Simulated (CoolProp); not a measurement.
Aqueous magnesium chloride as a coolant, at 26 °C, 1 atm.

Model: Melinder's fits for secondary coolants, in CoolProp.

| mass % | freezing point (°C) | density (kg/m³) | cp (kJ/(kg K)) | viscosity (mPa s) | conductivity (W/(m K)) |
|---|---|---|---|---|---|
| 3.4 | -2.0 | 1025 | 3.991 | 1.02 | 0.600 |
| 5.3 | -3.2 | 1041 | 3.883 | 1.06 | 0.597 |
| 7.2 | -4.9 | 1057 | 3.775 | 1.11 | 0.593 |
| 9.1 | -7.1 | 1073 | 3.668 | 1.21 | 0.589 |
| 11 | -9.8 | 1090 | 3.564 | 1.34 | 0.584 |
| 12.9 | -12.9 | 1107 | 3.464 | 1.49 | 0.579 |
| 14.9 | -16.6 | 1125 | 3.363 | 1.65 | 0.573 |
| 16.8 | -20.6 | 1142 | 3.273 | 1.79 | 0.568 |
| 18.7 | -25.1 | 1160 | 3.185 | 1.96 | 0.562 |
| 20.6 | -30.6 | 1178 | 3.099 | 2.32 | 0.556 |
| 22.5 | -37.4 | 1198 | 3.011 | 3.30 | 0.550 |
| 24.4 | -46.6 | 1218 | 2.915 | 6.64 | 0.543 |
